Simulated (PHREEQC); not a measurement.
Dissolve 0.033 mol/kgw HCl and 3.4e-05 mol/kgw MnSO4 at 25 °C. Closed to the air; pH follows from the charge balance.

All values are PHREEQC results (ion-association model, wateq4f.dat), not measurements.

```tsv
quantity	before	after
pH	1.54	2.51
HSO4- (mol/kgw)	2.14e-5	6.79e-6
SO4-2 (mol/kgw)	1.26e-5	2.71e-5
MnCl+ (mol/kgw)	2.25e-6	3.52e-7
MnCl2 (mol/kgw)	2.29e-8	4.46e-10
SI of Pyrochroite (Mn(OH)2)	-16.89	-14.77
```

Task: Name the change that produced these shifts.
A) diluted 5-fold with water
B) 0.0013 mol/kgw LiOH added
C) HCl from 0.033 to 0.0033 mol/kgw
D) HCl replaced by FeCl2 at the same molality

Result: C, HCl from 0.033 to 0.0033 mol/kgw

This is a speciation only: nothing precipitates in the calculation.
